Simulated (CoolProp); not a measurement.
A closed Brayton cycle with carbon dioxide: compressor inlet 328.15 K and 7.6 MPa, high pressure 22.2 MPa, turbine inlet 885 K, compressor efficiency 0.8, turbine efficiency 0.9, recuperator effectiveness 0.9 (on enthalpy, no pinch check). Each further row changes one setting.

Values from CoolProp's reference Helmholtz-energy equation of state, Span 1996.

```tsv
case	thermal efficiency (%)	net work (kJ/kg)	compressor to turbine work	compressor exit (K)	turbine exit (K)
as stated	33.5	85.8	0.43	426.3	752.2
turbine inlet 835 K	31.6	76.3	0.46	426.3	?
compressor inlet 338.15 K	32.1	79.5	0.47	?	752.2
high pressure 18.9 MPa	32.7	76.1	?	?	?
recuperator effectiveness 0.5	21.2	85.8	0.43	426.3	752.2
```

### Question
What belongs in the gaps?

### Answer

- turbine inlet 835 K, turbine exit (K): 706.9
- compressor inlet 338.15 K, compressor exit (K): 441.3
- high pressure 18.9 MPa, compressor to turbine work: 0.41
- high pressure 18.9 MPa, compressor exit (K): 410.9
- high pressure 18.9 MPa, turbine exit (K): 771.5
